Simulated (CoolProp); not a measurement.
A simple Rankine cycle with n-hexane: condensing at 308.15 K, boiler at 0.63 MPa, turbine inlet 419.2 K, turbine efficiency 0.9, pump efficiency 0.7, no recuperator. Each further row changes one setting.

Values from CoolProp's reference Helmholtz-energy equation of state, Thol 2019.

```tsv
case	thermal efficiency (%)	net work (kJ/kg)	heat in (kJ/kg)	turbine exit temperature (K)	volume ratio over the turbine
as stated	17.0	94.3	554	362.7	21.0
turbine inlet 439.2 K	16.7	100	603	383.7	20.6
condensing temperature 300.15 K	18.2	104	573	357.4	29.0
boiler pressure 0.441 MPa	15.3	85.9	563	371.2	14.2
turbine efficiency 0.8	15.1	83.6	554	368.1	21.4
```
